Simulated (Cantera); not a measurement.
Feed: 1 mol Cu, 2.9 mol F₂, 30 mol N₂, at 648 K and 0.100 bar.

Method: chemical equilibrium by Gibbs-energy minimisation in Cantera with the NASA 1993 tables (ideal gas, pure condensed phases). Candidate condensed phases: Cu, CuF₂; 11 gas species. Equilibrium is a limit: real reactors are often held back by kinetics, nucleation or transport.

Base state: N₂ 0.958, NF₃ 0.0390, F₂ 0.00334, F 8.57e-5 (mole fractions); condensed: CuF₂(s).

Problem. What changes in the equilibrium state with this change: F₂ from 2.9 to 0.5 mol?

Solution. 
```json
[
 {"species": "N₂", "before": "0.958", "after": "1.00"},
 {"species": "NF₃", "before": "0.0390", "after": "<1e-9"},
 {"species": "F₂", "before": "0.00334", "after": "<1e-9"},
 {"species": "F", "before": "8.57e-5", "after": "<1e-9"},
 {"species": "CuF₂(s), mol", "before": "1.00", "after": "0.500"},
 {"species": "Cu(s), mol", "before": "0", "after": "0.500"}
]
```
